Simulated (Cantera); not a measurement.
What does this Cantera script print?

```python
import numpy as np
import cantera as ct

gas_names = """
    B BF BF2 BF3 BH BHF2 BH2 BH3 BO BOF BOF2 BO2 B2 B2O B2O2 B2O3 B3O3F3 B3O3H3 F FO FO2 F2 F2O H HBO
    HBO2 HF HOF HO2 H2 H2F2 H2O H2O2 H3B3O6 H3F3 H4F4 H5F5 H6F6 H7F7 O OH O2 O3
""".split()
cond_names = """
    B(b) B(L) B2O3(L) B3O3H3(cr) H2O(s) H2O(L)
""".split()


# ... load() reads the species with a 1 bar reference pressure and builds the phases ...
atoms = {
    'BF3': {'B': 1, 'F': 3},
    'H2O': {'H': 2, 'O': 1},
}
top_T = {}  # K; cautious upper limits of use, not melting points


# ... equilibrate(T, P, feed) seeds the gas with the atoms and calls Mixture.equilibrate('TP', solver="vcs", rtol=1e-11, max_steps=5000) ...
results = []
feed = {'BF3': 1, 'H2O': 9}  # mol
P = 13332.2  # Pa
for T in [975, 1025, 1075, 1125, 1175, 1225, 1275]:
    mix = equilibrate(T, P, feed)
    results.append((T, P, feed, dict(zip(mix.species_names, mix.species_moles))))
    x = sorted(zip(gas.X, gas.species_names), reverse=True)
    print(f"T = {T:g} K  P = {P:g} Pa  gas = {mix.phase_moles(0):.4g} mol")
    print("   x: " + "  ".join(f"{s} {v:.3e}" for v, s in x if v > 0.001))
    print("   condensed (mol): " + ("  ".join(f"{mix.phase(i).name} {mix.phase_moles(i):.4g}"
          for i in range(1, mix.n_phases) if mix.phase_moles(i) > 1e-12) or "none"))
```

It prints:

```
T = 975 K  P = 13332.2 Pa  gas = 10.25 mol
   x: H2O 7.818e-01  HF 1.688e-01  BF3 3.749e-02  H3B3O6 7.999e-03  B3O3F3 3.813e-03
   condensed (mol): B2O3(L) 0.126
T = 1025 K  P = 13332.2 Pa  gas = 10.28 mol
   x: H2O 7.739e-01  HF 1.838e-01  BF3 3.237e-02  H3B3O6 6.121e-03  B3O3F3 3.542e-03
   condensed (mol): B2O3(L) 0.1834
T = 1075 K  P = 13332.2 Pa  gas = 10.32 mol
   x: H2O 7.662e-01  HF 1.975e-01  BF3 2.776e-02  H3B3O6 4.775e-03  B3O3F3 3.229e-03
   condensed (mol): B2O3(L) 0.2301
T = 1125 K  P = 13332.2 Pa  gas = 10.35 mol
   x: H2O 7.588e-01  HF 2.096e-01  BF3 2.363e-02  H3B3O6 3.791e-03  B3O3F3 2.895e-03
   condensed (mol): B2O3(L) 0.2673
T = 1175 K  P = 13332.2 Pa  gas = 10.38 mol
   x: H2O 7.516e-01  HF 2.200e-01  BF3 1.996e-02  H3B3O6 3.058e-03  B3O3F3 2.555e-03  BOF 1.434e-03  HBO2 1.372e-03
   condensed (mol): B2O3(L) 0.2944
T = 1225 K  P = 13332.2 Pa  gas = 10.42 mol
   x: H2O 7.446e-01  HF 2.283e-01  BF3 1.670e-02  BOF 2.936e-03  HBO2 2.785e-03  H3B3O6 2.501e-03  B3O3F3 2.218e-03
   condensed (mol): B2O3(L) 0.3095
T = 1275 K  P = 13332.2 Pa  gas = 10.46 mol
   x: H2O 7.372e-01  HF 2.341e-01  BF3 1.377e-02  BOF 5.616e-03  HBO2 5.326e-03  H3B3O6 2.069e-03  B3O3F3 1.888e-03
   condensed (mol): B2O3(L) 0.3085
```

Method: chemical equilibrium by Gibbs-energy minimisation in Cantera with the NASA 1993 tables (ideal gas, pure condensed phases). Gases not in the tables: H3BO3.
